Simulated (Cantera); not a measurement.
Charge: 1 mol Pb, 8 mol H2, held at 1.28 Torr.

These are equilibrium values from Cantera (NASA tables, ideal gas, pure condensed phases), not measurements of a reactor. Candidate condensed phases: Pb; 4 gas species. Rates play no part. All values below are at 1150 K.

Base state: H2 0.889, Pb 0.111 (mole fractions); condensed: gas only.

Problem. What changes in the equilibrium state with this change: Pb replaced by PbO?

Solution. 
```json
[
 {"species": "H2", "before": "0.889", "after": "0.778"},
 {"species": "H2O", "before": "0", "after": "0.111"},
 {"species": "Pb", "before": "0.111", "after": "0.111"}
]
```
Further candidate phases: H2O, PbO, PbO2, Pb3O4.
